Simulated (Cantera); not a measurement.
Input: 1 mol CuO, 30 mol H₂, 2.2 mol H₂O, at 101000 Pa.

Method: chemical equilibrium by Gibbs-energy minimisation in Cantera with the NASA 1993 tables (ideal gas, pure condensed phases). Candidate condensed phases: Cu, CuO, Cu(OH)₂, Cu₂O, H₂O; 12 gas species. Rates play no part.

x: gas mole fraction; n: condensed amount in mol.

```tsv
T (K)	x H₂	x H₂O	x Cu	x H	x Cu₂	n Cu(s)	n Cu(l)
875	0.901	0.0994	<1e-12	4.73e-11	<1e-12	1.00	0
975	0.901	0.0994	5.50e-12	1.08e-9	<1e-12	1.00	0
1075	0.901	0.0994	[?]	[?]	<1e-12	1.00	0
1175	0.901	0.0994	[?]	[?]	<1e-12	1.00	0
1275	0.901	0.0994	8.54e-8	6.95e-7	5.47e-12	1.000	0
1375	0.901	0.0994	8.12e-7	3.23e-6	1.31e-10	0	1.000
1475	0.901	0.0994	5.29e-6	1.22e-5	1.76e-9	0	1.000
1575	0.901	0.0994	2.70e-5	3.92e-5	1.67e-8	0	0.999
1675	0.900	0.0994	0.000113	0.000109	1.20e-7	0	0.996
1775	0.900	0.0993	0.000399	0.000273	6.85e-7	0	0.987
1875	0.899	0.0992	0.00123	0.000617	3.21e-6	0	0.960
1975	0.896	0.0990	0.00336	0.00129	1.27e-5	0	0.891
2075	0.891	0.0984	0.00831	0.00250	4.39e-5	0	0.727
2175	0.879	0.0972	0.0189	0.00455	0.000134	0	0.370
```

Problem. Some entries are withheld; supply them.

Solution. 
- 1175, x Cu: 5.97e-9
- 1175, x H: 1.16e-7
- 1075, x Cu: 2.52e-10
- 1075, x H: 1.38e-8
